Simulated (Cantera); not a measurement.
An adiabatic, constant-volume homogeneous reactor starts with H₂ : O₂ : N₂ : NO = 0.63 : 1.32 : 4.95 : 0.03 (molar parts), at 1575 K and 1.00 bar.

Model: GRI-Mech 3.0 (53 species, 325 reactions), integrated in Cantera.

Problem. Predict: time of steepest temperature rise; temperature at 2.00 s; equilibrium temperature; x(H₂) at 2.00 s; x(O₂) at 2.00 s; x(NO) at 2.00 s; x(N₂) at 2.00 s; x(H₂O) at 2.00 s; x(OH) at 2.00 s.

Solution. 
| Item | Value |
|---|---|
| time of steepest temperature rise | 14.4 µs |
| temperature at 2.00 s | 2294 K |
| equilibrium temperature | 2294 K |
| x(H₂) at 2.00 s | 0.000411 (gas-phase equilibrium 0.000411) |
| x(O₂) at 2.00 s | 0.146 (gas-phase equilibrium 0.146) |
| x(NO) at 2.00 s | 0.0126 (gas-phase equilibrium 0.0126) |
| x(N₂) at 2.00 s | 0.742 (gas-phase equilibrium 0.742) |
| x(H₂O) at 2.00 s | 0.0916 (gas-phase equilibrium 0.0916) |
| x(OH) at 2.00 s | 0.00578 (gas-phase equilibrium 0.00578) |
